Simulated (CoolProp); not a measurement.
Model: reference Helmholtz-energy equation of state, Span 2000, in CoolProp.

### Question
Give the vapour pressure (kPa), vapour density (kg/m³), enthalpy of vaporisation (kJ/kg), surface tension (mN/m) of saturated nitrogen at -191.25, -166.35 °C.

### Answer
```csv
T (°C),p (kPa),vapour density (kg/m³),enthalpy of vaporisation (kJ/kg),surface tension (mN/m)
-191.25,168,7.35,193,7.86
-166.35,1210,50.7,144,2.81
```

Surface tension comes from a separate correlation (Mulero 2012).
